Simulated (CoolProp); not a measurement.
Model: reference Helmholtz-energy equation of state, Lemmon 2006, in CoolProp. It is a short technical equation, of lower accuracy than the large ones.

Q: Give the vapour pressure (bar), liquid density (kg/m³), vapour density (kg/m³), liquid cp (kJ/(kg K)) of saturated CH3F (R41) at 275.8 K.

A: 
```tsv
T (K)	p (bar)	liquid density (kg/m³)	vapour density (kg/m³)	liquid cp (kJ/(kg K))
275.8	21.9	669	46.2	2.69
```
